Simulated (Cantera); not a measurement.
An isothermal, constant-pressure homogeneous reactor starts with 2.94 % C2H6, 97.1 % N2, at 1050 K and 0.132 atm.

Model: GRI-Mech 3.0 (53 species, 325 reactions), integrated in Cantera. GRI-Mech 3.0 stops at C3 and has no aromatics, soot or wall deposition, so with more carbon than oxygen in the feed, carbon stays in small species such as C2H2 where larger ones or solid carbon would form.

x: mole fraction; the columns are a selection and need not sum to one.

```csv
t (s),x C2H6,x H,x C2H2,x H2,x C2H
0.000300,0.0294,1.49e-10,<1e-12,1.12e-9,<1e-12
0.000675,0.0294,7.52e-10,<1e-12,1.31e-8,<1e-12
0.00152,0.0294,3.54e-9,<1e-12,1.43e-7,<1e-12
0.00342,0.0294,1.48e-8,3.96e-12,1.42e-6,<1e-12
0.00770,0.0294,(withheld),2.59e-10,(withheld),<1e-12
0.0173,0.0293,1.18e-7,1.05e-8,7.59e-5,<1e-12
0.0390,0.0290,1.90e-7,2.23e-7,0.000342,<1e-12
0.0877,0.0282,2.14e-7,2.35e-6,0.00110,<1e-12
0.197,0.0264,2.25e-7,(withheld),(withheld),<1e-12
0.444,0.0225,2.45e-7,8.11e-5,0.00648,<1e-12
1.00,0.0151,2.81e-7,0.000366,0.0135,<1e-12
```

Question: Fill in the missing entries.

Answer: 
- 0.00770, x H: 4.99e-8
- 0.00770, x H2: 1.19e-5
- 0.197, x C2H2: 1.54e-5
- 0.197, x H2: 0.00281
